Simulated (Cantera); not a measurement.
Input: 1 mol Cr, 3.1 mol NH3, 17 mol N2, equilibrated at 0.00133 bar.

These are equilibrium values from Cantera (NASA tables, ideal gas, pure condensed phases), not measurements of a reactor. Candidate condensed phases: Cr, CrN, Cr2N; 11 gas species. Equilibrium is a limit: real reactors are often held back by kinetics, nucleation or transport.

Which condensed phases are stable at each of these points (T (K)): 948, 1148, 1348, 1548, 1748, 1948, 2148, 2348?


```
T (K)  condensed phases  Cr condensed (%)
-----  ----------------  ----------------
948              CrN(s)             100.0
1148            Cr2N(s)             100.0
1348              Cr(s)             100.0
1548              Cr(s)              97.5
1748              Cr(s)              21.3
1948           gas only               0.0
2148           gas only               0.0
2348           gas only               0.0
```

At 948 K the condensed part is CrN(s). At 1148 K the condensed part is Cr2N(s). From 1348 K to 1748 K the condensed part is Cr(s). From 1948 K to 2348 K nothing is condensed.
